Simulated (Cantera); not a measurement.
# Equilibrium for carbothermic reduction: MgO + CH₄ + CO

Feed: 1 mol MgO, 1.5 mol CH₄, 2.7 mol CO, equilibrated at 0.100 bar.

Equilibrium computed with Cantera from the NASA thermochemical tables; the gas is ideal and each condensed phase is pure. Candidate condensed phases: C, C₆H₆, C₇H₈, C₈H₁₈, H₂O, Mg, MgCO₃, MgO, Mg(OH)₂; 116 gas species. The tables' values for MgH are old estimates; treat these amounts as uncertain. Rates play no part.

```json
[
 {"T (K)": "1225", "x H₂": "0.526", "x CO": "0.473", "x Mg": "1.69e-9", "x H": "7.15e-7", "x C₂H₂ (acetylene)": "8.53e-8", "x H₂O": "0.000489", "n C(graphite)": "1.50", "n MgO(s)": "1.00"},
 {"T (K)": "1325", "x H₂": "0.526", "x CO": "0.474", "x Mg": "1.72e-7", "x H": "3.75e-6", "x C₂H₂ (acetylene)": "4.48e-7", "x H₂O": "0.000179", "n C(graphite)": "1.50", "n MgO(s)": "1.000"},
 {"T (K)": "1425", "x H₂": "0.526", "x CO": "0.474", "x Mg": "9.02e-6", "x H": "1.56e-5", "x C₂H₂ (acetylene)": "1.85e-6", "x H₂O": "7.57e-5", "n C(graphite)": "1.50", "n MgO(s)": "1.000"},
 {"T (K)": "1525", "x H₂": "0.526", "x CO": "0.474", "x Mg": "0.000278", "x H": "5.42e-5", "x C₂H₂ (acetylene)": "6.36e-6", "x H₂O": "3.58e-5", "n C(graphite)": "1.50", "n MgO(s)": "0.998"},
 {"T (K)": "1625", "x H₂": "0.520", "x CO": "0.474", "x Mg": "0.00557", "x H": "0.000161", "x C₂H₂ (acetylene)": "1.85e-5", "x H₂O": "1.84e-5", "n C(graphite)": "1.47", "n MgO(s)": "0.968"},
 {"T (K)": "1725", "x H₂": "0.444", "x CO": "0.478", "x Mg": "0.0775", "x H": "0.000391", "x C₂H₂ (acetylene)": "4.09e-5", "x H₂O": "8.92e-6", "n C(graphite)": "0.975", "n MgO(s)": "0.476"},
 {"T (K)": "1825", "x H₂": "0.389", "x CO": "0.480", "x Mg": "0.129", "x H": "0.000868", "x C₂H₂ (acetylene)": "8.35e-5", "x H₂O": "4.71e-6", "n C(graphite)": "0.499", "n MgO(s)": "0"},
 {"T (K)": "1925", "x H₂": "0.388", "x CO": "0.480", "x Mg": "0.129", "x H": "0.00188", "x C₂H₂ (acetylene)": "0.000178", "x H₂O": "2.98e-6", "n C(graphite)": "0.497", "n MgO(s)": "0"},
 {"T (K)": "2025", "x H₂": "0.386", "x CO": "0.480", "x Mg": "0.129", "x H": "0.00378", "x C₂H₂ (acetylene)": "0.000350", "x H₂O": "1.97e-6", "n C(graphite)": "0.495", "n MgO(s)": "0"},
 {"T (K)": "2125", "x H₂": "0.384", "x CO": "0.479", "x Mg": "0.129", "x H": "0.00711", "x C₂H₂ (acetylene)": "0.000643", "x H₂O": "1.35e-6", "n C(graphite)": "0.490", "n MgO(s)": "0"},
 {"T (K)": "2225", "x H₂": "0.380", "x CO": "0.478", "x Mg": "0.129", "x H": "0.0126", "x C₂H₂ (acetylene)": "0.00111", "x H₂O": "9.54e-7", "n C(graphite)": "0.483", "n MgO(s)": "0"},
 {"T (K)": "2325", "x H₂": "0.373", "x CO": "0.476", "x Mg": "0.128", "x H": "0.0212", "x C₂H₂ (acetylene)": "0.00182", "x H₂O": "6.89e-7", "n C(graphite)": "0.471", "n MgO(s)": "0"},
 {"T (K)": "2425", "x H₂": "0.363", "x CO": "0.472", "x Mg": "0.127", "x H": "0.0341", "x C₂H₂ (acetylene)": "0.00283", "x H₂O": "5.05e-7", "n C(graphite)": "0.455", "n MgO(s)": "0"}
]
```
x: gas mole fraction; n: condensed amount in mol.

From 1225 K to 1725 K the condensed part is C(graphite) + MgO(s). From 1825 K to 2425 K the condensed part is C(graphite).
